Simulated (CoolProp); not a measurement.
Model: reference Helmholtz-energy equation of state, Lemmon 2006, in CoolProp. It is a short technical equation, of lower accuracy than the large ones.

### Question
For CH3F (R41), give the phase and the cv (kJ/(kg K)) at 111.85 °C and 101 kPa; 131.85 °C and 101 kPa.

### Answer
- 111.85 °C and 101 kPa: gas; cv 1.02
- 131.85 °C and 101 kPa: gas; cv 1.07
